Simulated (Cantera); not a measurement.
An adiabatic, constant-pressure homogeneous reactor starts with CH4 : O2 : N2 = 1 : 2.22 : 19 (molar parts), equivalence ratio 0.90, at 1500 K and 0.474 atm.

Model: GRI-Mech 3.0 (53 species, 325 reactions), integrated in Cantera.

One state of this run: T (K) = 1502; x CH4 = 0.0441; x O2 = 0.0994; x CH3 = 0.000212; x OH = 1.14e-6; x CO = 7.80e-5; x C2H2 = 2.03e-7; x H = 7.31e-7. x: mole fraction; the columns are a selection and need not sum to one.

Task: Which value of t (s) does it belong to?
A. 0.00203
B. 0.0428
C. 0.900
D. 9.65e-5

Result: A, 0.00203
